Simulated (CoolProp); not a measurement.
Vapour-liquid equilibrium of propane (1) + R245fa (2) at 6.13 bar; x and y are mole fractions of (1).

Computed with CoolProp (multi-fluid Helmholtz-energy mixture model, Lemmon 2009 and Akasaka 2015; pair parameters Bell 2016).

```tsv
x	bubble temperature, mixture model (°C)	bubble temperature, Raoult's law (°C)	y, mixture model	y, Raoult's law
0.05	___	64.4	0.351	0.189
0.2	___	49.7	0.758	0.555
0.35	___	38.2	0.837	0.750
0.5	14.4	29.0	0.861	0.860
0.65	12.8	21.6	0.877	0.925
0.8	11.1	15.4	___	0.966
0.95	9.2	10.2	___	0.993
```

### Question
Some entries are withheld; supply them.

### Answer

- 0.05, bubble temperature, mixture model (°C): 54.6
- 0.2, bubble temperature, mixture model (°C): 26.1
- 0.35, bubble temperature, mixture model (°C): 17.3
- 0.8, y, mixture model: 0.905
- 0.95, y, mixture model: 0.965

The largest gap from Raoult's law is -23.6 K in bubble temperature, at x = 0.2. No azeotrope shows between x = 0.05 and 0.95.

Pair parameters are fitted to limited data, so mixtures are less certain than the pure fluids. With so large a gap from Raoult's law the liquid may split in two, which this calculation doesn't test in full.
